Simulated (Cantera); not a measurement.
What does this Cantera script print?

```python
import numpy as np
import cantera as ct

gas = ct.Solution("gri30.yaml")
gas.TPX = 1850, 100000, {'C2H6': 1, 'N2': 73}
inlet = ct.Reservoir(gas, clone=True)

reactor = ct.IdealGasConstPressureReactor(gas, energy="off", clone=False)
exhaust = ct.Reservoir(gas, clone=True)
tau = [30, 6.1, 1.3, 0.26, 0.054, 0.011, 0.0023, 0.00047][0]
for a, b in ((inlet, reactor), (reactor, exhaust)):
    ct.MassFlowController(a, b, mdot=lambda t: reactor.mass / tau)
net = ct.ReactorNet([reactor])
show = ['C2H6', 'CH3', 'H', 'H2', 'CH4', 'HCN']

rows = []
print(f"{'tau/s':>10s}{'T/K':>9s}" + "".join(f"{s:>11s}" for s in show))
for tau in [30, 6.1, 1.3, 0.26, 0.054, 0.011, 0.0023, 0.00047]:
    net.initial_time = 0.0
    net.advance(30 * tau)
    before = gas.X
    net.advance(40 * tau)
    drift = np.max(np.abs(gas.X - before) / (gas.X + 1e-9))
    rows.append([gas.T, *gas[show].X, drift])
    print(f"{tau:10.3e}{gas.T:9.1f}" + "".join(f"{x:11.3e}" for x in gas[show].X))
```

Result:

```
     tau/s      T/K       C2H6        CH3          H         H2        CH4        HCN
 3.000e+01   1850.0  1.017e-08  6.931e-06  8.861e-05  2.610e-02  1.018e-04  1.042e-03
 6.100e+00   1850.0  4.950e-08  1.525e-05  8.992e-05  2.591e-02  2.193e-04  5.544e-04
 1.300e+00   1850.0  2.291e-07  3.272e-05  9.295e-05  2.556e-02  4.496e-04  2.794e-04
 2.600e-01   1850.0  1.106e-06  7.126e-05  1.005e-04  2.487e-02  8.834e-04  1.421e-04
 5.400e-02   1850.0  4.941e-06  1.480e-04  1.185e-04  2.385e-02  1.499e-03  8.452e-05
 1.100e-02   1850.0  2.107e-05  2.978e-04  1.591e-04  2.262e-02  2.143e-03  6.035e-05
 2.300e-03   1850.0  8.287e-05  5.761e-04  2.291e-04  2.115e-02  2.681e-03  4.608e-05
 4.700e-04   1850.0  3.262e-04  1.126e-03  3.202e-04  1.867e-02  3.143e-03  3.110e-05
```

Detailed kinetics in Cantera: GRI-Mech 3.0 (53 species, 325 reactions). GRI-Mech 3.0 stops at C3 and has no aromatics, soot or wall deposition, so with more carbon than oxygen in the feed, carbon stays in small species such as C2H2 where larger ones or solid carbon would form.
